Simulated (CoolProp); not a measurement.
Isobutane along the isotherm 438.7 K: density (kg/m³) from the reference equation and from simpler models built on Tc = 407.8 K, pc = 3.629 MPa, ω = 0.184; each cubic takes its own stable root.

Computed with CoolProp (reference Helmholtz-energy equation of state, Bücker 2006).

```
p (MPa)          phase  reference
-------  -------------  ---------
0.363              gas      5.945
0.726              gas      12.24
1.09               gas      18.97
1.45               gas      26.09
1.81               gas      33.77
2.18               gas      42.35
2.54               gas      51.53
2.9                gas      61.74
3.27               gas      73.60
3.63     supercritical      86.91
3.99     supercritical      102.6
4.35     supercritical      121.8
4.72     supercritical      146.6
5.08     supercritical      177.2
5.44     supercritical      212.5
```

Q: How far does each simpler model (ideal gas, Redlich-Kwong, Soave-Redlich-Kwong, Peng-Robinson) lie from the reference over these 15 states: mean and median of the absolute difference, and the worst?

A: 
- ideal gas: mean 27.5 %, median 25.2 %, worst -59.2 % at 438.7 K and 5.44 MPa
- Redlich-Kwong: mean 1.1 %, median 0.9 %, worst +3.1 % at 438.7 K and 4.72 MPa
- Soave-Redlich-Kwong: mean 1.8 %, median 0.5 %, worst -9.6 % at 438.7 K and 5.44 MPa
- Peng-Robinson: mean 2.1 %, median 2.2 %, worst -3.6 % at 438.7 K and 5.44 MPa
